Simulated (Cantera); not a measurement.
Cantera run:

```python
import numpy as np
import cantera as ct

gas_names = """
    F F2 N NF NF2 NF3 N2 Si SiF SiF2 SiF3 SiF4 SiN Si2 Si2N Si3
""".split()
cond_names = """
    Si(cr) Si(L) Si3N4(a)
""".split()


# ... load() reads the species with a 1 bar reference pressure and builds the phases ...
atoms = {
    'Si': {'Si': 1},
    'F2': {'F': 2},
    'N2': {'N': 2},
}
top_T = {'Si3N4(a)': 2400}  # K; cautious upper limits of use, not melting points


# ... equilibrate(T, P, feed) seeds the gas with the atoms and calls Mixture.equilibrate('TP', solver="vcs", rtol=1e-11, max_steps=5000) ...
results = []
T = 798.15  # K
P = 1400  # Pa
for m in [0.2, 0.53, 0.86, 1.2, 1.5, 1.9, 2.2, 2.5, 2.8, 3.2, 3.5, 3.8, 4.2]:
    feed = {'Si': 1, 'F2': 1.4, 'N2': m}  # mol
    mix = equilibrate(T, P, feed)
    results.append((T, P, feed, dict(zip(mix.species_names, mix.species_moles))))

top = {s: max(r[3][s] / sum(r[3][g] for g in gas_names) for r in results) for s in gas_names}
cols = sorted((s for s in top if top[s] > 0.0001), key=lambda s: -top[s])[:7]
seen = [c for c in cond_names if any(r[3].get(c, 0) > 1e-12 for r in results)]
print("log10 of partial pressures in bar; condensed amounts in mol")
print(f"{'n(N2)':>10s}" + "".join(f"{s[:9]:>10s}" for s in cols + seen))
for T, P, feed, n in results:
    ng = sum(n[g] for g in gas_names)
    print(f"{feed['N2']:10.4g}" + "".join(f"{np.log10(max(n[s] / ng * P / 1e5, 1e-99)):10.3f}" for s in cols)
          + "".join(f"{n.get(c, 0):10.4g}" for c in seen))
```

Result:

```
log10 of partial pressures in bar; condensed amounts in mol
     n(N2)      SiF4        N2  Si3N4(a)
       0.2    -1.854    -8.256       0.1
      0.53    -2.022    -2.348       0.1
      0.86    -2.142    -2.168       0.1
       1.2    -2.239    -2.084       0.1
       1.5    -2.310    -2.041       0.1
       1.9    -2.389    -2.004       0.1
       2.2    -2.440    -1.984       0.1
       2.5    -2.486    -1.969       0.1
       2.8    -2.527    -1.957       0.1
       3.2    -2.577    -1.945       0.1
       3.5    -2.611    -1.937       0.1
       3.8    -2.642    -1.931       0.1
       4.2    -2.681    -1.924       0.1
```

Cantera equilibrium calculation (NASA polynomials, part measured and part estimated; ideal gas, pure solids and liquids). N2 is the only nitrogen source here; it is nearly inert below about 1500 K, so the nitride shown seldom forms there in practice.
